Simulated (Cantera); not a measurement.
Ca(OH)2 + H2O (calcination and drying)

Feed: 1 mol Ca(OH)2, 0.19 mol H2O, at 750 Torr.

Equilibrium computed with Cantera from the NASA thermochemical tables; the gas is ideal and each condensed phase is pure. Candidate condensed phases: Ca, CaO, Ca(OH)2, H2O; 14 gas species. Rates play no part.

```tsv
T (K)	log p H2O	log p H2	log p O2	log p OH	n Ca(OH)2(s)	n CaO(s)
550	0.00	<-12	<-12	<-12	1.00	0
600	0.00	<-12	<-12	<-12	1.00	0
650	0.00	-11.23	-11.53	<-12	1.00	0
700	0.00	-10.27	-10.63	<-12	1.00	0
750	0.00	-9.47	-9.77	-11.54	1.00	0
800	0.00	-8.76	-9.06	-10.65	0	1.00
850	0.00	-8.12	-8.43	-9.87	0	1.00
900	0.00	-7.56	-7.87	-9.18	0	1.00
950	0.00	-7.06	-7.36	-8.56	0	1.00
```
log p: log10 of the partial pressure in bar; n: condensed amount in mol.

From 550 K to 750 K the condensed part is Ca(OH)2(s). From 800 K to 950 K the condensed part is CaO(s).
